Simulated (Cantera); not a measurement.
An isothermal, constant-pressure homogeneous reactor starts with H2 : O2 = 0.29 : 1 (molar parts), equivalence ratio 0.14, at 900 K and 170 Pa.

Computed with Cantera and the H2/O2 subset of GRI-Mech 3.0, which has no nitrogen chemistry. Radical loss at walls, strong at low pressure, is not modelled. Below about 950 K walls govern HO2 and H2O2 in real vessels. The temperature is held fixed by assumption; the heat of reaction is taken as removed at once.

One state of this run: x H2 = 3.01e-7; x O2 = 0.747; x H2O = 0.253; x O = 1.29e-6; x OH = 1.51e-5; x H2O2 = 4.91e-9; x H = 1.62e-8. x: mole fraction; the columns are a selection and need not sum to one.

Which value of t (s) does it belong to?
(A) 30.0
(B) 0.00283
(C) 0.0399
(D) 0.000200

A, 30.0
